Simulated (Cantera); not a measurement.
A Cantera script and its output.

```python
import numpy as np
import cantera as ct

gas = ct.Solution("gri30.yaml")
gas.TPX = 2000, 13332, {'C2H6': 1, 'N2': 1}
inlet = ct.Reservoir(gas, clone=True)

reactor = ct.IdealGasConstPressureReactor(gas, energy="off", clone=False)
exhaust = ct.Reservoir(gas, clone=True)
tau = [3.3, 1, 0.32, 0.099, 0.031, 0.0096, 0.003, 0.00092][0]
for a, b in ((inlet, reactor), (reactor, exhaust)):
    ct.MassFlowController(a, b, mdot=lambda t: reactor.mass / tau)
net = ct.ReactorNet([reactor])
show = ['C2H6', 'CH2', 'H', 'CH4', 'HCN', 'C2H', 'CH3']

rows = []
print(f"{'tau/s':>10s}{'T/K':>9s}" + "".join(f"{s:>11s}" for s in show))
for tau in [3.3, 1, 0.32, 0.099, 0.031, 0.0096, 0.003, 0.00092]:
    net.initial_time = 0.0
    net.advance(30 * tau)
    before = gas.X
    net.advance(40 * tau)
    drift = np.max(np.abs(gas.X - before) / (gas.X + 1e-9))
    rows.append([gas.T, *gas[show].X, drift])
    print(f"{tau:10.3e}{gas.T:9.1f}" + "".join(f"{x:11.3e}" for x in gas[show].X))
```

Result:

```
     tau/s      T/K       C2H6        CH2          H        CH4        HCN        C2H        CH3
 3.300e+00   2000.0  6.436e-07  2.141e-06  3.155e-03  2.163e-03  1.001e-03  2.955e-05  2.713e-04
 1.000e+00   2000.0  2.124e-06  3.748e-06  3.149e-03  3.907e-03  5.324e-04  2.958e-05  4.912e-04
 3.200e-01   2000.0  6.655e-06  6.336e-06  3.150e-03  6.894e-03  2.877e-04  2.969e-05  8.729e-04
 9.900e-02   2000.0  2.153e-05  1.068e-05  3.177e-03  1.226e-02  1.509e-04  3.012e-05  1.586e-03
 3.100e-02   2000.0  6.836e-05  1.752e-05  3.257e-03  2.118e-02  7.931e-05  3.116e-05  2.870e-03
 9.600e-03   2000.0  2.171e-04  2.821e-05  3.414e-03  3.545e-02  4.172e-05  3.314e-05  5.229e-03
 3.000e-03   2000.0  6.765e-04  4.430e-05  3.644e-03  5.629e-02  2.235e-05  3.610e-05  9.441e-03
 9.200e-04   2000.0  2.132e-03  6.916e-05  3.923e-03  8.439e-02  1.204e-05  3.983e-05  1.702e-02
```

Detailed kinetics in Cantera: GRI-Mech 3.0 (53 species, 325 reactions). GRI-Mech 3.0 stops at C3 and has no aromatics, soot or wall deposition, so with more carbon than oxygen in the feed, carbon stays in small species such as C2H2 where larger ones or solid carbon would form.
